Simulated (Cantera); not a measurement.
Cantera run:

```python
import numpy as np
import cantera as ct

gas_names = """
    H HI HO2 H2 H2O H2O2 I I2 O OH O2 O3
""".split()
cond_names = """
    H2O(s) H2O(L) I2(cr) I2(L)
""".split()


# ... load() reads the species with a 1 bar reference pressure and builds the phases ...
atoms = {
    'HI': {'H': 1, 'I': 1},
    'H2O': {'H': 2, 'O': 1},
}
top_T = {}  # K; cautious upper limits of use, not melting points


# ... equilibrate(T, P, feed) seeds the gas with the atoms and calls Mixture.equilibrate('TP', solver="vcs", rtol=1e-11, max_steps=5000) ...
results = []
feed = {'HI': 1, 'H2O': 6.6}  # mol
P = 100000  # Pa
for T in [1098, 1173, 1248, 1323, 1398, 1473, 1548, 1623, 1698]:
    mix = equilibrate(T, P, feed)
    results.append((T, P, feed, dict(zip(mix.species_names, mix.species_moles))))

top = {s: max(r[3][s] / sum(r[3][g] for g in gas_names) for r in results) for s in gas_names}
cols = sorted((s for s in top if top[s] > 1e-05), key=lambda s: -top[s])[:5]
seen = [c for c in cond_names if any(r[3].get(c, 0) > 1e-12 for r in results)]
print("log10 of partial pressures in bar; condensed amounts in mol")
print(f"{'T/K':>10s}" + "".join(f"{s[:9]:>10s}" for s in cols + seen))
for T, P, feed, n in results:
    ng = sum(n[g] for g in gas_names)
    print(f"{T:10.4g}" + "".join(f"{np.log10(max(n[s] / ng * P / 1e5, 1e-99)):10.3f}" for s in cols)
          + "".join(f"{n.get(c, 0):10.4g}" for c in seen))
```

Result:

```
log10 of partial pressures in bar; condensed amounts in mol
       T/K       H2O         I        HI        H2        I2
      1098    -0.065    -1.822    -1.059    -1.665    -1.851
      1173    -0.067    -1.620    -1.088    -1.617    -1.915
      1248    -0.069    -1.459    -1.126    -1.565    -2.007
      1323    -0.071    -1.333    -1.174    -1.512    -2.123
      1398    -0.074    -1.236    -1.231    -1.462    -2.258
      1473    -0.076    -1.163    -1.297    -1.417    -2.407
      1548    -0.079    -1.107    -1.368    -1.379    -2.563
      1623    -0.080    -1.065    -1.443    -1.348    -2.721
      1698    -0.082    -1.034    -1.519    -1.322    -2.879
```

Method: chemical equilibrium by Gibbs-energy minimisation in Cantera with the NASA 1993 tables (ideal gas, pure condensed phases).
